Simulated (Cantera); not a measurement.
A closed system holds: 1 mol Ca(OH)2, 4.7 mol CO2, 0.079 mol H2O, at 100000 Pa.

Equilibrium computed with Cantera from the NASA thermochemical tables; the gas is ideal and each condensed phase is pure. Candidate condensed phases: C, C6H6, C7H8, C8H18, Ca, CaCO3, CaO, Ca(OH)2, H2O; 115 gas species. The numbers say what is thermodynamically allowed, not how fast it happens. All values below are at 1177 °C.

Base state: CO2 0.813, H2O 0.187, CO 0.000184, O2 9.86e-5, H2 1.78e-5, OH 1.00e-5 (mole fractions); condensed: CaO(s).

Q: What changes in the equilibrium state with this change: 1.2 mol CH4 added?

A: 
```
species        before    after
-----------  --------  -------
CO           0.000184    0.372
CO2             0.813    0.257
H2O             0.187    0.231
H2            1.78e-5    0.140
O2            9.86e-5    <1e-9
OH            1.00e-5  1.40e-7
CaO(s), mol      1.00    1.000
```
